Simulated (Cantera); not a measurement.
A closed system holds: 1 mol TEOS, 1.8 mol NO, 13 mol N₂, at 1.00 bar.

Cantera equilibrium calculation (NASA polynomials, part measured and part estimated; ideal gas, pure solids and liquids). Candidate condensed phases: C, C₆H₆, C₇H₈, C₈H₁₈, H₂O, Si, SiC, SiO₂, Si₂N₂O, Si₃N₄; 151 gas species. The feed counts by its element totals alone. Rates play no part. All values below are at 1302 °C.

Base state: N₂ 0.467, H₂ 0.348, CO 0.185, HCN 0.000704, CH₄ 0.000220, H₂O 6.59e-5, H 2.45e-5, HNC 1.50e-5 (mole fractions); condensed: C(graphite) + Si₂N₂O(s).

**Question.** What changes in the equilibrium state with this change: TEOS replaced by SiH₄?

**Answer.** 
```json
[
 {"species": "N₂", "before": "0.467", "after": "0.874"},
 {"species": "H₂", "before": "0.348", "after": "0.126"},
 {"species": "H₂O", "before": "6.59e-5", "after": "0.000108"},
 {"species": "CO", "before": "0.185", "after": "0"},
 {"species": "SiO", "before": "1.01e-5", "after": "1.57e-5"},
 {"species": "HCN", "before": "0.000704", "after": "0"},
 {"species": "CH₄", "before": "0.000220", "after": "0"},
 {"species": "HNC", "before": "1.50e-5", "after": "0"},
 {"species": "CO₂", "before": "1.21e-5", "after": "0"},
 {"species": "C(graphite), mol", "before": "2.67", "after": "0"},
 {"species": "Si₂N₂O(s), mol", "before": "0.500", "after": "0.0672"},
 {"species": "SiO₂(β-quartz), mol", "before": "0", "after": "0.865"}
]
```
Mutual solubility and eutectic melting of coexisting phases are not modelled. The tables hold silica as quartz up to 1696 K and as liquid above; real silica turns to tridymite and cristobalite and melts near 1996 K.
